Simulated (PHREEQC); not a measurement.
Dissolve 3.8 mol/kgw H2SO4 and 0.052 mol/kgw K2SO4 at 20 °C. Closed to the air; pH follows from the charge balance.

Equilibrium calculation in PHREEQC: Pitzer model, pitzer.dat.

```
Property                   Result
-------------------  ------------
pH                          -1.49
ionic strength       5.38 mol/kgw
activity of water           0.793
density               1.201 g/cm³
osmotic coefficient         1.523
total alkalinity     -7600 meq/kg
```

```csv
species,molality,activity,log γ
H+,4.51,31.2,0.840
HSO4-,3.09,2.31,-0.127
SO4-2,0.762,0.000892,-2.932
K+,0.104,0.196,0.275
```

This is a speciation only: nothing precipitates in the calculation. Species that the database lacks are ignored. In brines, pH and single-ion activities rest on the MacInnes convention.
